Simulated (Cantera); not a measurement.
A Cantera script and its output.

```python
import numpy as np
import cantera as ct

gas = ct.Solution("gri30.yaml", transport_model="mixture-averaged")
show = ['CH4', 'NO', 'H']

rows = []
print(f"{'T/K':>7s}{'rho':>11s}{'cp':>10s}{'mu':>11s}{'lambda':>11s}{'Pr':>7s}" + "".join(f"{'D_' + s:>11s}" for s in show))
for T in [400, 550, 700, 850, 1000, 1150, 1300, 1450, 1600]:
    gas.TPX = T, 500000, {'NO': 0.84}
    Pr = gas.cp_mass * gas.viscosity / gas.thermal_conductivity
    D = [gas.mix_diff_coeffs_mole[gas.species_index(s)] for s in show]
    rows.append([gas.density, gas.cp_mass, gas.viscosity, gas.thermal_conductivity, Pr, *D])
    print(f"{T:7g}{gas.density:11.4e}{gas.cp_mass:10.1f}{gas.viscosity:11.4e}"
          f"{gas.thermal_conductivity:11.4e}{Pr:7.3f}" + "".join(f"{d:11.4e}" for d in D))
print("SI units: kg/m3, J/kg/K, Pa s, W/m/K, m2/s")
```

Result:

```
    T/K        rho        cp         mu     lambda     Pr      D_CH4       D_NO        D_H
    400 4.5111e+00     998.6 2.3120e-05 3.2415e-02  0.712 7.4731e-06 1.3519e-03 4.1160e-05
    550 3.2808e+00    1028.1 2.8863e-05 4.1984e-02  0.707 1.2962e-05 2.3725e-03 7.1427e-05
    700 2.5778e+00    1067.4 3.3953e-05 5.1279e-02  0.707 1.9539e-05 3.6001e-03 1.0769e-04
    850 2.1229e+00    1103.5 3.8609e-05 6.0168e-02  0.708 2.7106e-05 5.0153e-03 1.4943e-04
   1000 1.8044e+00    1132.7 4.2948e-05 6.8643e-02  0.709 3.5597e-05 6.6044e-03 1.9625e-04
   1150 1.5691e+00    1153.1 4.7043e-05 7.6728e-02  0.707 4.4958e-05 8.3570e-03 2.4788e-04
   1300 1.3880e+00    1170.7 5.0942e-05 8.4459e-02  0.706 5.5149e-05 1.0265e-02 3.0407e-04
   1450 1.2444e+00    1185.8 5.4678e-05 9.1868e-02  0.706 6.6133e-05 1.2321e-02 3.6465e-04
   1600 1.1278e+00    1198.6 5.8275e-05 9.8988e-02  0.706 7.7883e-05 1.4521e-02 4.2945e-04
SI units: kg/m3, J/kg/K, Pa s, W/m/K, m2/s
```

Model: GRI-Mech 3.0 (53 species, 325 reactions), integrated in Cantera. The composition is frozen, though it would react at the higher temperatures.
